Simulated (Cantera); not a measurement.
Feed: 1 mol Si2H6, a varied amount of O3, held at 748.15 K and 0.740 bar.

These are equilibrium values from Cantera (NASA tables, ideal gas, pure condensed phases), not measurements of a reactor. Candidate condensed phases: H2O, Si, SiO2; 18 gas species. The feed counts by its element totals alone. Rates play no part.

Task: Which condensed phases are stable at each of these points (n(O3) (mol)): 0.35, 0.69, 1, 1.4, 1.7, 2, 2.4, 2.7, 3, 3.4?

Result: 
```
n(O3) (mol)        condensed phases  Si condensed (%)
-----------  ----------------------  ----------------
0.35         Si(s) + SiO2(α-quartz)             100.0
0.69         Si(s) + SiO2(α-quartz)             100.0
1            Si(s) + SiO2(α-quartz)             100.0
1.4                  SiO2(α-quartz)             100.0
1.7                  SiO2(α-quartz)             100.0
2                    SiO2(α-quartz)             100.0
2.4                  SiO2(α-quartz)             100.0
2.7                  SiO2(α-quartz)             100.0
3                    SiO2(α-quartz)             100.0
3.4                  SiO2(α-quartz)             100.0
```

From 0.35 mol O3 to 1 mol O3 the condensed part is Si(s) + SiO2(α-quartz). From 1.4 mol O3 to 3.4 mol O3 the condensed part is SiO2(α-quartz).
